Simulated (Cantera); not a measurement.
Cantera run, input and output.

```python
import numpy as np
import cantera as ct

gas = ct.Solution("gri30.yaml")
gas.TPX = 700, 360000, {'CH4': 1, 'C2H6': 1.3, 'O2': 6.97, 'N2': 26.2, 'CO2': 6.6}
inlet = ct.Reservoir(gas, clone=True)
gas.equilibrate("HP")  # start burning
reactor = ct.IdealGasConstPressureReactor(gas, energy="on", clone=False)
exhaust = ct.Reservoir(gas, clone=True)
tau = [0.084, 0.034, 0.014, 0.0058, 0.0024, 0.00096, 0.00039, 0.00016, 6.6e-05, 2.7e-05][0]
for a, b in ((inlet, reactor), (reactor, exhaust)):
    ct.MassFlowController(a, b, mdot=lambda t: reactor.mass / tau)
net = ct.ReactorNet([reactor])
show = ['CH4', 'C2H6', 'O2', 'NO', 'H2O']

rows = []
print(f"{'tau/s':>10s}{'T/K':>9s}" + "".join(f"{s:>11s}" for s in show))
for tau in [0.084, 0.034, 0.014, 0.0058, 0.0024, 0.00096, 0.00039, 0.00016, 6.6e-05, 2.7e-05]:
    net.initial_time = 0.0
    net.advance(30 * tau)
    before = gas.X
    net.advance(40 * tau)
    drift = np.max(np.abs(gas.X - before) / (gas.X + 1e-9))
    rows.append([gas.T, *gas[show].X, drift])
    print(f"{tau:10.3e}{gas.T:9.1f}" + "".join(f"{x:11.3e}" for x in gas[show].X))
```

Result:

```
     tau/s      T/K        CH4       C2H6         O2         NO        H2O
 8.400e-02   2148.0  1.006e-06  1.162e-07  1.234e-02  5.954e-04  1.359e-01
 3.400e-02   2139.3  2.112e-06  2.801e-07  1.305e-02  3.576e-04  1.356e-01
 1.400e-02   2123.5  4.067e-06  6.529e-07  1.415e-02  2.258e-04  1.350e-01
 5.800e-03   2099.0  7.485e-06  1.477e-06  1.577e-02  1.501e-04  1.340e-01
 2.400e-03   2065.0  1.384e-05  3.259e-06  1.795e-02  1.029e-04  1.328e-01
 9.600e-04   2020.1  2.729e-05  7.263e-06  2.079e-02  7.117e-05  1.311e-01
 3.900e-04   1966.5  5.695e-05  1.603e-05  2.420e-02  5.010e-05  1.290e-01
 1.600e-04   1903.7  1.314e-04  3.693e-05  2.844e-02  3.409e-05  1.267e-01
 6.600e-05   1820.4  3.987e-04  1.054e-04  3.523e-02  1.867e-05  1.234e-01
 2.700e-05    700.0  2.377e-02  3.090e-02  1.657e-01 -4.906e-19 -1.052e-14
```

Model: GRI-Mech 3.0 (53 species, 325 reactions), integrated in Cantera.
